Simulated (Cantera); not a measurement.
A closed system holds: 1 mol Zr, 5.2 mol O2, 31 mol N2, 0.4 mol N2O, held at 2300 °C and 23.0 mbar.

Method: chemical equilibrium by Gibbs-energy minimisation in Cantera with the NASA 1993 tables (ideal gas, pure condensed phases). Candidate condensed phases: Zr, ZrN, ZrO2; 13 gas species. Equilibrium is a limit: real reactors are often held back by kinetics, nucleation or transport.

Task: What is the equilibrium state?

Result: 
| Property | Value |
|---|---|
| x(N2) | 0.850 |
| x(O2) | 0.0910 |
| x(O) | 0.0409 |
| x(NO) | 0.0178 |
| x(ZrO2) | 4.35e-5 |
| x(N) | 3.43e-6 |
| x(NO2) | 1.48e-6 |
| n(ZrO2(tetragonal)) | 0.998 mol |
| gas amount | 36.55 mol |
| log10 activity of Zr(l) (absent) | -9.97 |
